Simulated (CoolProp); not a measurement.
Properties of oxygen along the isotherm -100.35 °C.

The numbers come from the reference Helmholtz-energy equation of state, Schmidt 1985 in CoolProp.

```tsv
p (MPa)	phase	cp (kJ/(kg K))	cv (kJ/(kg K))	speed of sound (m/s)	expansivity (1/kK)	fugacity coefficient
0.16	gas	0.9204	0.6524	249.8	5.923	0.9925
0.284	gas	0.9289	0.6542	249.1	6.032	0.9866
0.505	gas	0.9446	0.6575	247.8	6.235	0.9763
0.897	gas	0.9749	0.6636	245.5	6.625	0.9580
1.6	gas	1.038	0.6755	241.4	7.440	0.9256
2.84	gas	1.189	0.6994	233.9	9.380	0.8693
5.05	supercritical	1.723	0.7556	221.2	16.15	0.7715
8.97	supercritical	4.242	0.8449	242.7	40.93	0.6062
16	supercritical	2.198	0.7899	415.6	11.46	0.4395
28.4	supercritical	1.720	0.7920	571.5	5.976	0.3535
50.5	supercritical	1.521	0.8161	730.0	3.777	0.3465
```

The peak of cp marks the crossing from liquid-like to gas-like fluid above the critical point.
